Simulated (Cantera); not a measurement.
Input: 1 mol TEOS, 8.3 mol N2O, held at 675 °C and 66.0 Pa.

Equilibrium computed with Cantera from the NASA thermochemical tables; the gas is ideal and each condensed phase is pure. Candidate condensed phases: C, C6H6, C7H8, C8H18, H2O, Si, SiC, SiO2, Si2N2O, Si3N4; 151 gas species. The feed counts by its element totals alone. The numbers say what is thermodynamically allowed, not how fast it happens.

Base state: H2 0.343, N2 0.316, CO 0.254, CO2 0.0501, H2O 0.0374 (mole fractions); condensed: SiO2(β-quartz).

**Question.** What changes in the equilibrium state with this change: N2O from 8.3 to 0.4 mol?

**Answer.** 
```json
[
 {"species": "H2", "before": "0.343", "after": "0.781"},
 {"species": "CO", "before": "0.254", "after": "0.187"},
 {"species": "N2", "before": "0.316", "after": "0.0313"},
 {"species": "CO2", "before": "0.0501", "after": "4.06e-5"},
 {"species": "H2O", "before": "0.0374", "after": "9.36e-5"},
 {"species": "CH4", "before": "1.98e-8", "after": "6.91e-5"},
 {"species": "SiO2(β-quartz), mol", "before": "1.00", "after": "1.00"},
 {"species": "C(graphite), mol", "before": "0", "after": "5.60"}
]
```

**Question.** What changes in the equilibrium state with this change: N2O from 8.3 to 2.6 mol?

**Answer.** 
```
species               before    after
-------------------  -------  -------
H2                     0.343    0.581
CO                     0.254    0.267
N2                     0.316    0.151
CO2                   0.0501  8.26e-5
H2O                   0.0374  9.93e-5
CH4                  1.98e-8  3.83e-5
SiO2(β-quartz), mol     1.00     1.00
C(graphite), mol           0     3.40
```
